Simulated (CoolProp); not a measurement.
Vapour-liquid equilibrium of toluene (1) + m-xylene (2) at 141.45 °C; x and y are mole fractions of (1).

Values from CoolProp's multi-fluid Helmholtz-energy mixture model, Lemmon 2006 and Zhou 2012; pair parameters Bell 2016.

Q: Give the bubble pressure and the first vapour's composition at x = 0.425, 0.575, 0.65. Is there an azeotrope?

A: x = 0.425: 1.621 bar, y = 0.606; x = 0.575: 1.801 bar, y = 0.732; x = 0.65: 1.886 bar, y = 0.786. No azeotrope shows between x = 0.05 and 0.95.

The pair parameters rest on a limited set of measurements; away from them the model extrapolates.
